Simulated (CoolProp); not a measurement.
A closed Brayton cycle with carbon dioxide: compressor inlet 310.15 K and 8.3 MPa, high pressure 17 MPa, turbine inlet 780 K, compressor efficiency 0.89, turbine efficiency 0.93, recuperator effectiveness 0.8 (on enthalpy, no pinch check). Each further row changes one setting.

The numbers come from the reference Helmholtz-energy equation of state, Span 1996 in CoolProp.

```json
[
 {"case": "as stated", "thermal efficiency (%)": "26.4", "net work (kJ/kg)": "73.5", "compressor to turbine work": "0.21", "compressor exit (K)": "346.9", "turbine exit (K)": "693.9"},
 {"case": "turbine inlet 730 K", "thermal efficiency (%)": "25.6", "net work (kJ/kg)": "66.7", "compressor to turbine work": "0.23", "compressor exit (K)": "346.9", "turbine exit (K)": "?"},
 {"case": "compressor inlet 320.15 K", "thermal efficiency (%)": "26.6", "net work (kJ/kg)": "62.9", "compressor to turbine work": "0.33", "compressor exit (K)": "?", "turbine exit (K)": "693.9"},
 {"case": "high pressure 14.4 MPa", "thermal efficiency (%)": "22.8", "net work (kJ/kg)": "58.3", "compressor to turbine work": "?", "compressor exit (K)": "338.4", "turbine exit (K)": "713.5"},
 {"case": "recuperator effectiveness 0.5", "thermal efficiency (%)": "?", "net work (kJ/kg)": "73.5", "compressor to turbine work": "0.21", "compressor exit (K)": "346.9", "turbine exit (K)": "693.9"}
]
```

### Question
Complete the blanks.

### Answer

- turbine inlet 730 K, turbine exit (K): 647.2
- compressor inlet 320.15 K, compressor exit (K): 375.6
- high pressure 14.4 MPa, compressor to turbine work: 0.20
- recuperator effectiveness 0.5, thermal efficiency (%): 18.3
